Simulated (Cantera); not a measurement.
An adiabatic, constant-volume homogeneous reactor starts with CH3OH : O2 : N2 : CO2 = 1 : 2.38 : 8.95 : 0.59 (molar parts), equivalence ratio 0.63, at 1798 K and 27000 Pa. Integrator tolerance rtol = 1e-08.

Detailed kinetics in Cantera: GRI-Mech 3.0 (53 species, 325 reactions). GRI-Mech 3.0 was tuned for natural gas; its chemistry of methanol as a main component is partial and can be far from experiment.

**Question.** What does this change do: initial temperature 1798 to 1475 K?

**Answer.** 
```csv
quantity,before,after
time of steepest temperature rise,95.0 µs,1.05 ms
temperature at 2.00 s,2652 K,2558 K
equilibrium temperature,2652 K,2558 K
x(CH3OH) at 2.00 s,<1e-12 (gas-phase equilibrium <1e-12),<1e-12 (gas-phase equilibrium <1e-12)
x(O2) at 2.00 s,0.0677 (gas-phase equilibrium 0.0677),0.0657 (gas-phase equilibrium 0.0657)
x(CO2) at 2.00 s,0.0778 (gas-phase equilibrium 0.0778),0.0904 (gas-phase equilibrium 0.0904)
x(H2) at 2.00 s,0.00842 (gas-phase equilibrium 0.00842),0.00562 (gas-phase equilibrium 0.00562)
x(NO) at 2.00 s,0.0151 (gas-phase equilibrium 0.0151),0.0129 (gas-phase equilibrium 0.0129)
x(C2H) at 2.00 s,<1e-12 (gas-phase equilibrium <1e-12),<1e-12 (gas-phase equilibrium <1e-12)
x(CH2O) at 2.00 s,5.23e-11 (gas-phase equilibrium 5.23e-11),2.81e-11 (gas-phase equilibrium 2.81e-11)
```

**Question.** What does this change do: initial temperature 1798 to 1098 K?

**Answer.** 
| quantity | before | after |
|---|---|---|
| time of steepest temperature rise | 95.0 µs | 0.214 s |
| temperature at 2.00 s | 2652 K | 2425 K |
| equilibrium temperature | 2652 K | 2425 K |
| x(CH3OH) at 2.00 s | <1e-12 (gas-phase equilibrium <1e-12) | <1e-12 (gas-phase equilibrium <1e-12) |
| x(O2) at 2.00 s | 0.0677 (gas-phase equilibrium 0.0677) | 0.0634 (gas-phase equilibrium 0.0634) |
| x(CO2) at 2.00 s | 0.0778 (gas-phase equilibrium 0.0778) | 0.104 (gas-phase equilibrium 0.104) |
| x(H2) at 2.00 s | 0.00842 (gas-phase equilibrium 0.00842) | 0.00284 (gas-phase equilibrium 0.00284) |
| x(NO) at 2.00 s | 0.0151 (gas-phase equilibrium 0.0151) | 0.0101 (gas-phase equilibrium 0.0101) |
| x(C2H) at 2.00 s | <1e-12 (gas-phase equilibrium <1e-12) | <1e-12 (gas-phase equilibrium <1e-12) |
| x(CH2O) at 2.00 s | 5.23e-11 (gas-phase equilibrium 5.23e-11) | 9.14e-12 (gas-phase equilibrium 9.14e-12) |
